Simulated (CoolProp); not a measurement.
Properties of R1224YDZ along the isotherm 473.1 K.

Computed with CoolProp (reference Helmholtz-energy equation of state, Akasaka 2023).

| p (bar) | phase | density (kg/m³) | isothermal compressibility (1/MPa) | expansivity (1/kK) | fugacity coefficient |
|---|---|---|---|---|---|
| 5 | gas | 19.61 | 2.079 | 2.417 | 0.9636 |
| 10 | gas | 40.87 | 1.086 | 2.789 | 0.9279 |
| 15 | gas | 64.11 | 0.7602 | 3.252 | 0.8928 |
| 20 | gas | 89.77 | 0.6025 | 3.839 | 0.8584 |
| 25 | gas | 118.4 | 0.5130 | 4.597 | 0.8246 |
| 30 | gas | 150.8 | 0.4587 | 5.592 | 0.7914 |
| 35 | supercritical | 188.0 | 0.4261 | 6.930 | 0.7589 |
| 40 | supercritical | 231.5 | 0.4096 | 8.784 | 0.7270 |
| 45 | supercritical | 283.9 | 0.4085 | 11.48 | 0.6957 |
| 50 | supercritical | 349.4 | 0.4241 | 15.58 | 0.6649 |
